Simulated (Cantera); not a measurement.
## Halide evaporation, hydrolysis and transport: MgF2 + H2O + H2

Charge: 1 mol MgF2, 1 mol H2O, 200 mol H2, equilibrated at 2073 K.

These are equilibrium values from Cantera (NASA tables, ideal gas, pure condensed phases), not measurements of a reactor. Candidate condensed phases: H2O, Mg, MgF2, MgO, Mg(OH)2; 31 gas species. The tables' values for MgH are old estimates; treat these amounts as uncertain. Rates play no part.

From 0.100 Pa to 100000 Pa nothing is condensed. The main Mg-bearing gas is Mg throughout.

```tsv
P (Pa)	x H2	x H	x HF	x H2O
0.100	0.111	0.878	0.00548	0.000394
1	0.436	0.549	0.00713	0.00280
10	0.754	0.228	0.00872	0.00419
100	0.902	0.0790	0.00945	0.00468
1000	0.955	0.0257	0.00968	0.00485
10000	0.972	0.00820	0.00963	0.00490
100000	0.978	0.00260	0.00907	0.00491
```
x: gas mole fraction; nothing condenses.
